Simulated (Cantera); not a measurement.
Cantera run:

```python
import numpy as np
import cantera as ct

gas_names = """
    N NO NO2 NO3 N2 N2O O O2 O3 Zr ZrN ZrO ZrO2
""".split()
cond_names = """
    Zr(a) Zr(b) Zr(L) ZrN(s) ZrN(L) ZrO2(a) ZrO2(b) ZrO2(L)
""".split()


# ... load() reads the species with a 1 bar reference pressure and builds the phases ...
atoms = {
    'Zr': {'Zr': 1},
    'N2O': {'N': 2, 'O': 1},
    'N2': {'N': 2},
}
top_T = {}  # K; cautious upper limits of use, not melting points


# ... equilibrate(T, P, feed) seeds the gas with the atoms and calls Mixture.equilibrate('TP', solver="vcs", rtol=1e-11, max_steps=5000) ...
results = []
feed = {'Zr': 1, 'N2O': 5.4, 'N2': 1}  # mol
P = 100000  # Pa
for T in [1600, 1675, 1750, 1825, 1900, 1975, 2050, 2125, 2200, 2275, 2350, 2425, 2500]:
    mix = equilibrate(T, P, feed)
    results.append((T, P, feed, dict(zip(mix.species_names, mix.species_moles))))

top = {s: max(r[3][s] / sum(r[3][g] for g in gas_names) for r in results) for s in gas_names}
cols = sorted((s for s in top if top[s] > 0.001), key=lambda s: -top[s])[:6]
seen = [c for c in cond_names if any(r[3].get(c, 0) > 1e-12 for r in results)]
print("log10 of partial pressures in bar; condensed amounts in mol")
print(f"{'T/K':>10s}" + "".join(f"{s[:9]:>10s}" for s in cols + seen))
for T, P, feed, n in results:
    ng = sum(n[g] for g in gas_names)
    print(f"{T:10.4g}" + "".join(f"{np.log10(max(n[s] / ng * P / 1e5, 1e-99)):10.3f}" for s in cols)
          + "".join(f"{n.get(c, 0):10.4g}" for c in seen))
```

Output:

```
log10 of partial pressures in bar; condensed amounts in mol
       T/K        N2        O2        NO         O   ZrO2(b)
      1600    -0.103    -0.680    -2.714    -5.179         1
      1675    -0.103    -0.681    -2.581    -4.807         1
      1750    -0.103    -0.682    -2.459    -4.467         1
      1825    -0.104    -0.683    -2.347    -4.155         1
      1900    -0.104    -0.684    -2.245    -3.867         1
      1975    -0.104    -0.686    -2.150    -3.602         1
      2050    -0.105    -0.688    -2.063    -3.356         1
      2125    -0.105    -0.690    -1.982    -3.127         1
      2200    -0.106    -0.693    -1.907    -2.914         1
      2275    -0.107    -0.696    -1.838    -2.716         1
      2350    -0.108    -0.700    -1.773    -2.530         1
      2425    -0.109    -0.704    -1.713    -2.357         1
      2500    -0.110    -0.710    -1.658    -2.194         1
```

Cantera equilibrium calculation (NASA polynomials, part measured and part estimated; ideal gas, pure solids and liquids).
